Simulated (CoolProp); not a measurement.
A simple Rankine cycle with 1,2-dichloroethane: condensing at 321.15 K, boiler at 2.74 MPa, turbine inlet 499 K, turbine efficiency 0.8, pump efficiency 0.7, no recuperator. Each further row changes one setting.

The numbers come from the reference Helmholtz-energy equation of state, Thol 2015 in CoolProp.

```csv
case,thermal efficiency (%),net work (kJ/kg),heat in (kJ/kg),turbine exit temperature (K),volume ratio over the turbine
as stated,…,42.4,257,321.1,…
condensing temperature 313.15 K,17.4,46.6,…,313.1,704
boiler pressure 1.92 MPa,…,103,…,356.0,…
turbine efficiency 0.7,…,36.7,257,321.1,522
```

Q: Some entries are withheld; supply them.

A: 
- as stated, thermal efficiency (%): 16.5
- as stated, volume ratio over the turbine: 509
- condensing temperature 313.15 K, heat in (kJ/kg): 268
- boiler pressure 1.92 MPa, thermal efficiency (%): 21.6
- boiler pressure 1.92 MPa, heat in (kJ/kg): 477
- boiler pressure 1.92 MPa, volume ratio over the turbine: 61.4
- turbine efficiency 0.7, thermal efficiency (%): 14.2

The expansion ends wet for: as stated; condensing temperature 313.15 K; turbine efficiency 0.7.
